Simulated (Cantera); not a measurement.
# Adiabatic ignition

An adiabatic, constant-volume homogeneous reactor starts with CH₃OH : O₂ : N₂ = 1 : 3.33 : 12.5 (molar parts), at 1250 K and 7500 Torr.

Cantera simulation using GRI-Mech 3.0 (53 species, 325 reactions); the numbers are that mechanism's predictions, not measurements. GRI-Mech 3.0 was tuned for natural gas; its chemistry of methanol as a main component is partial and can be far from experiment.

```csv
t (s),T (K),P (bar),x CH₃OH,x O₂,x OH,x CH₂CO,x H₂,x HCN,x NO
4.00e-6,1250,10.0,0.0594,0.198,7.55e-10,<1e-12,1.31e-7,<1e-12,<1e-12
1.18e-5,1250,10.0,0.0594,0.198,7.79e-10,<1e-12,4.07e-7,<1e-12,<1e-12
3.47e-5,1250,10.0,0.0594,0.198,8.46e-10,<1e-12,1.29e-6,<1e-12,<1e-12
0.000102,1250,10.0,0.0594,0.198,1.51e-9,<1e-12,4.61e-6,<1e-12,<1e-12
0.000301,1250,10.0,0.0593,0.198,9.58e-9,1.93e-12,3.05e-5,<1e-12,<1e-12
0.000885,2480,20.5,<1e-12,0.104,0.00568,<1e-12,0.000416,1.99e-12,0.000430
0.00261,2468,20.4,<1e-12,0.101,0.00543,<1e-12,0.000398,2.42e-12,0.00574
0.00767,2453,20.3,<1e-12,0.0984,0.00515,<1e-12,0.000377,2.57e-12,0.0119
0.0226,2449,20.2,<1e-12,0.0976,0.00508,<1e-12,0.000371,2.56e-12,0.0136
0.0665,2449,20.2,<1e-12,0.0976,0.00507,<1e-12,0.000371,2.56e-12,0.0136
0.196,2449,20.2,<1e-12,0.0976,0.00507,<1e-12,0.000371,2.56e-12,0.0136
0.577,2449,20.2,<1e-12,0.0976,0.00507,<1e-12,0.000371,2.56e-12,0.0136
1.70,2449,20.2,<1e-12,0.0976,0.00507,<1e-12,0.000371,2.56e-12,0.0136
5.00,2449,20.2,<1e-12,0.0976,0.00507,<1e-12,0.000371,2.56e-12,0.0136
```
x: mole fraction; the columns are a selection and need not sum to one.

- time of steepest temperature rise = 0.778 ms
- temperature at 5.00 s = 2449 K
- equilibrium temperature = 2449 K
- x(CH₃OH) at 5.00 s = <1e-12 (gas-phase equilibrium <1e-12)
- x(O₂) at 5.00 s = 0.0976 (gas-phase equilibrium 0.0976)
- x(OH) at 5.00 s = 0.00507 (gas-phase equilibrium 0.00507)
